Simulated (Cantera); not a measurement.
Charge: 1 mol AlN, 0.016 mol H2, equilibrated at 0.160 bar.

Method: chemical equilibrium by Gibbs-energy minimisation in Cantera with the NASA 1993 tables (ideal gas, pure condensed phases). Candidate condensed phases: Al, AlN; 13 gas species. Rates play no part.

log p: log10 of the partial pressure in bar; n: condensed amount in mol.

| T (K) | log p H2 | log p Al | log p N2 | log p H | log p AlH | log p Al2 | n AlN(s) |
|---|---|---|---|---|---|---|---|
| 1400 | -0.80 | -7.84 | -7.91 | -5.71 | -7.97 | <-12 | 1.00 |
| 1500 | -0.80 | … | … | … | … | … | 1.00 |
| 1600 | -0.80 | … | … | … | … | … | 1.00 |
| 1700 | -0.80 | -5.00 | -5.21 | -4.23 | -5.62 | -9.72 | 1.000 |
| 1800 | -0.80 | -4.27 | -4.50 | -3.84 | -5.01 | -8.56 | 1.000 |
| 1900 | -0.80 | -3.62 | -3.87 | -3.50 | -4.47 | -7.52 | 1.000 |
| 2000 | -0.80 | -3.04 | -3.30 | -3.19 | -3.99 | -6.60 | 1.000 |
| 2100 | -0.81 | -2.51 | -2.78 | -2.91 | -3.57 | -5.76 | 1.000 |
| 2200 | -0.84 | -2.04 | -2.31 | -2.67 | -3.19 | -5.00 | 0.999 |
| 2300 | -0.93 | -1.60 | -1.88 | -2.48 | -2.87 | -4.32 | 0.996 |
| 2400 | -1.23 | -1.21 | -1.49 | -2.41 | -2.69 | -3.68 | 0.983 |

Task: Fill in the missing entries.

Result: 
- 1500, log p Al: -6.76
- 1500, log p N2: -6.89
- 1500, log p H: -5.15
- 1500, log p AlH: -7.08
- 1500, log p Al2: -12.53
- 1600, log p Al: -5.82
- 1600, log p N2: -6.00
- 1600, log p H: -4.66
- 1600, log p AlH: -6.30
- 1600, log p Al2: -11.03
